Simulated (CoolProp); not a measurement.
A Linde-Hampson liquefier for carbon monoxide: isothermal reversible compression at 290 K from 1 atm to 10 MPa, throttling to 1 atm, return gas leaving the recuperator 10 K below the feed. Each further row changes one setting.

Model: reference Helmholtz-energy equation of state, Lemmon 2006, in CoolProp. It is a short technical equation, of lower accuracy than the large ones.

```
case                        liquid yield per pass  compression work (kJ/kg of gas)
--------------------------  ---------------------  -------------------------------
as stated                                   0.033                              393
high pressure 20 MPa                        0.071                              453
warm-end temperature 320 K                  0.020                              436
warm-end gap 15 K                           0.021                              393
```
